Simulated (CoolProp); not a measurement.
Properties of nitrogen at several states (Tc = 126.2 K, pc = 3.396 MPa, ω = 0.037).

Model: reference Helmholtz-energy equation of state, Span 2000, in CoolProp.

```tsv
T (K)	p (MPa)	phase	expansivity (1/kK)	viscosity (µPa s)
155.8	0.282	gas	6.725	(withheld)
994.4	0.027	gas	1.006	(withheld)
625.4	0.432	gas	1.599	(withheld)
```

Q: Complete the blanks.

A: 
- 155.8, viscosity (µPa s): 10.5
- 994.4, viscosity (µPa s): 41.4
- 625.4, viscosity (µPa s): 30.4

Viscosity comes from a separate model (Lemmon 2004).
